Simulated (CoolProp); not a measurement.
The numbers come from the reference Helmholtz-energy equation of state, de Reuck 1990 in CoolProp.

Task: For fluorine, give the phase and the Z, cv (kJ/(kg K)), speed of sound (m/s), Joule-Thomson coefficient (K/MPa) at -118.15 °C and 0.494 MPa.

Result: 
- -118.15 °C and 0.494 MPa: gas; Z 0.975, cv 0.563, speed of sound 215, Joule-Thomson coefficient 6.93
